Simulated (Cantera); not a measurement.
Feed: 1 mol H2O, 8.6 mol H2, 0.035 mol O2, equilibrated at 2698 K and 7.50 Torr.

Equilibrium computed with Cantera from the NASA thermochemical tables; the gas is ideal and each condensed phase is pure. Candidate condensed phases: H2O; 9 gas species. Kinetics and transport are ignored.

Base state: H2 0.510, H 0.403, H2O 0.0666, OH 0.0134, O 0.00676, O2 0.000357 (mole fractions); condensed: gas only.

**Question.** What changes in the equilibrium state with this change: temperature from 2698 K to 1325 K?

**Answer.** 
```
species    before    after
-------  --------  -------
H2          0.510    0.889
H2O        0.0666    0.111
H           0.403  1.54e-5
OH         0.0134  2.82e-8
O         0.00676    <1e-9
O2       0.000357    <1e-9
```
